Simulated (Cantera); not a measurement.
## Catalytic stagnation flow on Pt

A jet of 2.01 % H2, 9.62 % O2, 88.4 % N2 at 300 K and 0.0490 bar hits a platinum plate 2.4 cm away at a mass flux of 0.17 kg/m²/s; the plate temperature is set and raised in steps from an oxygen-covered start.

Detailed kinetics in Cantera: Deutschmann's 1995 Pt surface mechanism with GRI-Mech 3.0 gas chemistry. Catalytic surfaces can have several steady states; this one follows from the mechanism file's or the stated starting coverage.

| plate T (K) | wall x H2 | wall x O2 | wall x H2O | wall x OH | θ free Pt | θ O* | θ OH* |
|---|---|---|---|---|---|---|---|
| 500 | 0.00449 | 0.0791 | 0.0312 | <1e-8 | 0.0832 | 0.903 | 0.0140 |
| 550 | 0.00448 | 0.0792 | 0.0309 | <1e-8 | 0.0880 | 0.904 | 0.00802 |
| 600 | 0.00447 | 0.0793 | 0.0306 | <1e-8 | 0.0925 | 0.902 | 0.00499 |
| 650 | 0.00445 | 0.0793 | 0.0305 | <1e-8 | 0.0971 | 0.900 | 0.00332 |
| 700 | 0.00438 | 0.0793 | 0.0304 | <1e-8 | 0.103 | 0.894 | 0.00236 |
| 750 | 0.00407 | 0.0790 | 0.0308 | <1e-8 | 0.118 | 0.880 | 0.00183 |
| 800 | 0.00344 | 0.0784 | 0.0318 | <1e-8 | 0.150 | 0.849 | 0.00154 |
| 850 | 0.00278 | 0.0777 | 0.0330 | 1.41e-8 | 0.199 | 0.799 | 0.00136 |
x: mole fraction at the wall; θ: surface coverage.
